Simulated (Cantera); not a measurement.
A Cantera script and its output.

```python
import numpy as np
import cantera as ct

gas = ct.Solution("gri30.yaml", transport_model="mixture-averaged")
show = ['H2', 'CH3', 'NH3']

rows = []
print(f"{'T/K':>7s}{'rho':>11s}{'cp':>10s}{'mu':>11s}{'lambda':>11s}{'Pr':>7s}" + "".join(f"{'D_' + s:>11s}" for s in show))
for T in [400, 550, 700, 850, 1000, 1150, 1300]:
    gas.TPX = T, 13000, {'N2': 0.56, 'C2H4': 0.67, 'CH3OH': 0.77, 'C3H8': 0.46}
    Pr = gas.cp_mass * gas.viscosity / gas.thermal_conductivity
    D = [gas.mix_diff_coeffs_mole[gas.species_index(s)] for s in show]
    rows.append([gas.density, gas.cp_mass, gas.viscosity, gas.thermal_conductivity, Pr, *D])
    print(f"{T:7g}{gas.density:11.4e}{gas.cp_mass:10.1f}{gas.viscosity:11.4e}"
          f"{gas.thermal_conductivity:11.4e}{Pr:7.3f}" + "".join(f"{d:11.4e}" for d in D))
print("SI units: kg/m3, J/kg/K, Pa s, W/m/K, m2/s")
```

It prints:

```
    T/K        rho        cp         mu     lambda     Pr       D_H2      D_CH3      D_NH3
    400 1.2623e-01    1693.7 1.4040e-05 3.1110e-02  0.764 7.9303e-04 2.2191e-04 2.1058e-04
    550 9.1803e-02    2088.7 1.8647e-05 4.9518e-02  0.787 1.3703e-03 3.9550e-04 3.9069e-04
    700 7.2131e-02    2420.5 2.2815e-05 6.8684e-02  0.804 2.0616e-03 6.0564e-04 6.1521e-04
    850 5.9402e-02    2678.5 2.6627e-05 8.7695e-02  0.813 2.8570e-03 8.4865e-04 8.7907e-04
   1000 5.0492e-02    2904.7 3.0152e-05 1.0622e-01  0.825 3.7493e-03 1.1219e-03 1.1786e-03
   1150 4.3906e-02    3075.3 3.3444e-05 1.2414e-01  0.828 4.7333e-03 1.4235e-03 1.5111e-03
   1300 3.8840e-02    3220.1 3.6542e-05 1.4141e-01  0.832 5.8045e-03 1.7518e-03 1.8744e-03
SI units: kg/m3, J/kg/K, Pa s, W/m/K, m2/s
```

Model: GRI-Mech 3.0 (53 species, 325 reactions), integrated in Cantera. Polar gases are described roughly by these parameters. The composition is frozen, though it would react at the higher temperatures.
